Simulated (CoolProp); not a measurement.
Vapour-liquid equilibrium of benzene (1) + m-xylene (2) at 0.00502 MPa; x and y are mole fractions of (1).

The numbers come from the multi-fluid Helmholtz-energy mixture model, Thol 2012 and Zhou 2012; pair parameters Bell 2016 in CoolProp.

**Question.** Give the bubble temperature and the first vapour's composition at x = 0.45, 0.75, 0.95. Is there an azeotrope?

**Answer.** x = 0.45: 293.3 K, y = 0.906; x = 0.75: 284.6 K, y = 0.975; x = 0.95: 280.5 K, y = 0.996. No azeotrope shows between x = 0.05 and 0.95.

Pair parameters are fitted to limited data, so mixtures are less certain than the pure fluids.
